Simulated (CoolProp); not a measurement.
Vapour-liquid equilibrium of p-xylene (1) + n-decane (2) at 443.7 K; x and y are mole fractions of (1).

Computed with CoolProp (multi-fluid Helmholtz-energy mixture model, Zhou 2012 and Lemmon 2006; pair parameters Bell 2016).

**Question.** Give the bubble pressure and the first vapour's composition at x = 0.2, 0.35, 0.65. Is there an azeotrope?

**Answer.** x = 0.2: 0.1201 MPa, y = 0.371; x = 0.35: 0.1400 MPa, y = 0.554; x = 0.65: 0.1786 MPa, y = 0.803. No azeotrope shows between x = 0.05 and 0.95.

The pair parameters rest on a limited set of measurements; away from them the model extrapolates.
